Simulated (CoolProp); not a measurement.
Saturated liquid density (kg/m³) of toluene: the reference equation beside estimates from Tc = 591.7 K, pc = 41.26 bar, ω = 0.266. Rackett uses Z = 0.29056 − 0.08775 ω.

Computed with CoolProp (reference Helmholtz-energy equation of state, Lemmon 2006). It is a short technical equation, of lower accuracy than the large ones.

```csv
T (K),reference,Rackett,Soave-Redlich-Kwong,Peng-Robinson
464.6,687.5,676.8,604.4,685.8
471,679.1,668.4,595.3,675.6
477.4,670.6,659.8,585.8,664.9
483.8,661.8,651.0,576.0,653.8
490.2,652.7,641.9,565.8,642.3
496.6,643.3,632.6,555.2,630.2
503,633.5,622.9,544.2,617.6
509.4,623.4,612.8,532.7,604.4
515.8,612.8,602.4,520.6,590.5
522.2,601.6,591.5,507.9,575.9
528.6,589.9,580.1,494.6,560.5
535,577.5,568.1,480.4,544.1
541.4,564.2,555.4,465.5,526.6
547.8,550.0,541.7,449.5,507.9
554.2,534.5,527.0,432.2,487.7
```

Absolute difference from the reference over all 15 rows, mean and median: Rackett 1.6 and 1.6 %, Soave-Redlich-Kwong 14.9 and 14.5 %, Peng-Robinson 3.6 and 3.0 %.
